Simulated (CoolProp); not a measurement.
Model: reference Helmholtz-energy equation of state, de Reuck 1990, in CoolProp.

Problem. For fluorine, give the phase and the cp (kJ/(kg K)), speed of sound (m/s) at -76.15 °C and 0.101 MPa.

Solution. 
- -76.15 °C and 0.101 MPa: gas; cp 0.784, speed of sound 245
